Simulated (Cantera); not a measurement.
Catalytic combustion on Pt

An isothermal plug-flow reactor at 1000 K and 4.93 atm (inlet), inlet velocity 0.16 m/s, active area per volume 820 1/m; feed 1.03 % CO, 15.8 % O2, 83.2 % N2, equivalence ratio 0.033.

Detailed kinetics in Cantera: Deutschmann's 1995 Pt surface mechanism with GRI-Mech 3.0 gas chemistry. Catalytic surfaces can have several steady states; this one follows from the mechanism file's or the stated starting coverage. Mass transfer to the wall is taken as infinitely fast.

| z (m) | x CO | x O2 | x H2O | x CO2 | θ free Pt | θ O* |
|---|---|---|---|---|---|---|
| 4.7e-05 | 0.00176 | 0.154 | <1e-12 | 0.00860 | 0.118 | 0.881 |
| 9.1e-05 | 0.000638 | 0.154 | <1e-12 | 0.00973 | 0.112 | 0.888 |
| 0.00018 | 9.44e-5 | 0.154 | <1e-12 | 0.0103 | 0.110 | 0.890 |
| 0.00034 | 3.25e-6 | 0.154 | <1e-12 | 0.0104 | 0.109 | 0.891 |
| 0.00066 | 3.92e-9 | 0.154 | <1e-12 | 0.0104 | 0.109 | 0.891 |
| 0.0013 | <1e-12 | 0.154 | <1e-12 | 0.0104 | 0.109 | 0.891 |
| 0.0025 | <1e-12 | 0.154 | <1e-12 | 0.0104 | 0.109 | 0.891 |
| 0.0047 | <1e-12 | 0.154 | <1e-12 | 0.0104 | 0.109 | 0.891 |
x: gas mole fraction; θ: surface coverage.
